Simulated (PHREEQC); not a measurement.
Solution (50 °C): 1.2 mol/kgw H2SO4, 0.018 mol/kgw Na2SO4 and 0.00017 mol/kgw H4SiO4. Closed to the air; pH follows from the charge balance.

The numbers come from PHREEQC with the Pitzer model, pitzer.dat.

Each row changes one thing in this solution. No solid was allowed to form.

| case | pH | ionic strength (mol/kgw) | HSO4- (mol/kgw) | SO4-2 (mol/kgw) |
|---|---|---|---|---|
| as made | -0.17 | 1.58 | 1.04 | 0.182 |
| H4SiO4 replaced by Na2SiO3 at the same molality | -0.17 | 1.58 | 1.04 | 0.182 |
| H4SiO4 left out | -0.17 | 1.58 | 1.04 | 0.182 |
| H4SiO4 from 0.00017 to 0.000187 mol/kgw | -0.17 | 1.58 | 1.04 | 0.182 |
| H2SO4 left out | 6.68 | 0.0540 | 3.82e-7 | 0.0180 |
| temperature from 50 to 90 °C | -0.11 | (withheld) | 1.14 | (withheld) |
| Na2SO4 left out | -0.17 | 1.56 | 1.02 | 0.180 |

Q: Complete the blanks.

A: 
- temperature from 50 to 90 °C, ionic strength (mol/kgw): 1.37
- temperature from 50 to 90 °C, SO4-2 (mol/kgw): 0.0775

Complexes and solids missing from the database can't appear. In brines, pH and single-ion activities rest on the MacInnes convention. Away from 25 °C the constants follow the database's enthalpies or fits; those with neither stay at their 25 °C values.
